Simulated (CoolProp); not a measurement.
Vapour-liquid equilibrium of CH2F2 (R32) (1) + R227EA (2) at 0.219 bar; x and y are mole fractions of (1).

Model: multi-fluid Helmholtz-energy mixture model, Tillner-Roth 1997 and Lemmon 2016; pair parameters Bell 2016, in CoolProp.

```
x     bubble temperature (°C)  y at the bubble point  dew temperature at overall composition x (°C)  liquid density (mol/L)
----  -----------------------  ---------------------  ---------------------------------------------  ----------------------
0.05                    -52.1                  0.308                                          -47.6                   10.09
0.2                     -63.2                  0.716                                          -50.1                   11.40
0.35                    -69.1                  0.845                                          -53.0                   12.86
0.5                     -72.4                  0.899                                          -56.5                   14.59
0.65                    -74.3                  0.929                                          -60.8                   16.72
0.8                     -75.8                  0.954                                          -66.8                   19.46
0.95                    -77.2                  0.986                                          -75.5                   23.13
```

No azeotrope shows between x = 0.05 and 0.95.

Pair parameters are fitted to limited data, so mixtures are less certain than the pure fluids.
